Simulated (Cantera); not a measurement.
A closed system holds: 1 mol Si3N4, 1.3 mol CO2, 4.7 mol H2, at 900 K and 100000 Pa.

Cantera equilibrium calculation (NASA polynomials, part measured and part estimated; ideal gas, pure solids and liquids). Candidate condensed phases: C, C6H6, C7H8, C8H18, H2O, Si, SiC, SiO2, Si2N2O, Si3N4; 151 gas species. Rates play no part.

Base state: H2 0.678, N2 0.178, CH4 0.144, NH3 0.000285, H2O 3.24e-5, CO 1.97e-5 (mole fractions); condensed: C(graphite) + SiO2(β-quartz) + Si2N2O(s).

What changes in the equilibrium state with this change: temperature from 900 K to 950 K?


```tsv
species	before	after
H2	0.678	0.738
N2	0.178	0.170
CH4	0.144	0.0914
CO	1.97e-5	6.79e-5
H2O	3.24e-5	4.69e-5
C(graphite), mol	0.601	0.834
SiO2(β-quartz), mol	0.733	0.733
Si2N2O(s), mol	1.13	1.13
```

What changes in the equilibrium state with this change: temperature from 900 K to 1873.15 K?


```json
[
 {"species": "H2", "before": "0.678", "after": "0.725"},
 {"species": "CO", "before": "1.97e-5", "after": "0.178"},
 {"species": "N2", "before": "0.178", "after": "0.0897"},
 {"species": "CH4", "before": "0.144", "after": "0.000163"},
 {"species": "SiO", "before": "<1e-9", "after": "0.00469"},
 {"species": "H", "before": "<1e-9", "after": "0.000550"},
 {"species": "C2H2 (acetylene)", "before": "<1e-9", "after": "5.86e-5"},
 {"species": "HNC", "before": "<1e-9", "after": "4.98e-5"},
 {"species": "C(graphite), mol", "before": "0.601", "after": "0"},
 {"species": "SiO2(β-quartz), mol", "before": "0.733", "after": "0"},
 {"species": "Si2N2O(s), mol", "before": "1.13", "after": "1.42"},
 {"species": "SiC(s), mol", "before": "0", "after": "0.137"}
]
```
Mutual solubility and eutectic melting of coexisting phases are not modelled.
